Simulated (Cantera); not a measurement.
**Ammonia decomposition in nitride growth gas**

An isothermal, constant-pressure homogeneous reactor starts with 7.69 % NH3, 92.3 % H2, at 1825 K and 82.5 Torr.

Detailed kinetics in Cantera: the gas-phase N/H chemistry of the illustrative SiF4/NH3 mechanism in the Surface Chemkin manual (1991). Walls and surfaces, which speed up NH3 decomposition in real reactors, are not modelled.

```csv
t (s),x NH3,x H2,x N2H2,x NH2,x N2,x NH
0.000200,0.0769,0.923,3.67e-12,8.85e-7,5.73e-12,1.65e-10
0.000843,0.0769,0.923,7.53e-11,3.70e-6,1.09e-9,2.97e-9
0.00356,0.0769,0.923,1.64e-9,1.55e-5,1.27e-7,5.27e-8
0.0150,0.0768,0.923,3.91e-8,6.04e-5,1.50e-5,7.96e-7
0.0632,0.0758,0.923,1.23e-7,9.57e-5,0.000476,2.02e-6
0.267,0.0710,0.926,1.14e-7,9.17e-5,0.00270,1.98e-6
1.12,0.0543,0.935,8.24e-8,7.64e-5,0.0104,1.80e-6
4.74,0.0193,0.953,2.36e-8,3.77e-5,0.0267,1.23e-6
20.0,0.00113,0.962,3.71e-10,4.03e-6,0.0352,2.42e-7
```
x: mole fraction; the columns are a selection and need not sum to one.

Equilibrium at this temperature and pressure: NH3 5.40e-7, H2 0.963, N2H2 <1e-12, NH2 1.99e-9, N2 0.0357, NH 1.24e-10 (gas phase only).
